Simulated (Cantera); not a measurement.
An adiabatic, constant-volume homogeneous reactor starts with CH₄ : C₂H₆ : O₂ : N₂ = 1 : 0.076 : 5.04 : 18.9 (molar parts), at 1750 K and 7500 Torr. Integrator tolerance rtol = 1e-08.

Cantera simulation using GRI-Mech 3.0 (53 species, 325 reactions); the numbers are that mechanism's predictions, not measurements.

### Question
What does this change do: CH4 1 to 0.63 parts?

### Answer
| quantity | before | after |
|---|---|---|
| time of steepest temperature rise | 8.93 µs | 7.53 µs |
| temperature at 3.00 s | 2741 K | 2489 K |
| equilibrium temperature | 2741 K | 2489 K |
| x(CH₄) at 3.00 s | <1e-12 (gas-phase equilibrium <1e-12) | <1e-12 (gas-phase equilibrium <1e-12) |
| x(C₂H₆) at 3.00 s | <1e-12 (gas-phase equilibrium <1e-12) | <1e-12 (gas-phase equilibrium <1e-12) |
| x(O₂) at 3.00 s | 0.0970 (gas-phase equilibrium 0.0970) | 0.132 (gas-phase equilibrium 0.132) |
| x(NO) at 3.00 s | 0.0223 (gas-phase equilibrium 0.0223) | 0.0176 (gas-phase equilibrium 0.0176) |
| x(H₂O₂) at 3.00 s | 1.14e-6 (gas-phase equilibrium 1.14e-6) | 5.43e-7 (gas-phase equilibrium 5.43e-7) |
